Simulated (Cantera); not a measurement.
A closed system holds: 1 mol PbS, a varied amount of H₂, equilibrated at 1875 °C and 3.10 bar.

Equilibrium computed with Cantera from the NASA thermochemical tables; the gas is ideal and each condensed phase is pure. Candidate condensed phases: Pb, PbS, S; 10 gas species. Equilibrium is a limit: real reactors are often held back by kinetics, nucleation or transport.

x: gas mole fraction; nothing condenses.

| n(H₂) (mol) | x H₂ | x PbS | x Pb | x H₂S | x S₂ | x SH |
|---|---|---|---|---|---|---|
| 0.54 | 0.286 | 0.482 | 0.136 | 0.0416 | 0.0414 | 0.0106 |
| 0.72 | 0.348 | 0.427 | 0.129 | 0.0469 | 0.0356 | 0.0108 |
| 0.98 | 0.419 | 0.365 | 0.122 | 0.0514 | 0.0295 | 0.0108 |
| 1.3 | 0.488 | 0.308 | 0.113 | 0.0541 | 0.0241 | 0.0105 |
| 1.8 | 0.566 | 0.245 | 0.103 | 0.0552 | 0.0186 | 0.00996 |
| 2.4 | 0.632 | 0.195 | 0.0928 | 0.0543 | 0.0145 | 0.00928 |
| 3.2 | 0.692 | 0.151 | 0.0826 | 0.0519 | 0.0110 | 0.00847 |
| 4.3 | 0.748 | 0.114 | 0.0723 | 0.0482 | 0.00813 | 0.00756 |
| 5.9 | 0.799 | 0.0817 | 0.0616 | 0.0433 | 0.00576 | 0.00658 |
| 7.9 | 0.838 | ? | ? | ? | ? | ? |
| 11 | 0.875 | 0.0396 | 0.0432 | 0.0328 | 0.00275 | 0.00476 |
| 14 | 0.896 | ? | ? | ? | ? | ? |
| 19 | 0.919 | 0.0194 | 0.0303 | 0.0241 | 0.00135 | 0.00341 |

Task: What belongs in the gaps?

Result: 
- 7.9, x PbS: 0.0588
- 7.9, x Pb: 0.0525
- 7.9, x H₂S: 0.0384
- 7.9, x S₂: 0.00411
- 7.9, x SH: 0.00570
- 14, x PbS: 0.0292
- 14, x Pb: 0.0371
- 14, x H₂S: 0.0288
- 14, x S₂: 0.00202
- 14, x SH: 0.00413
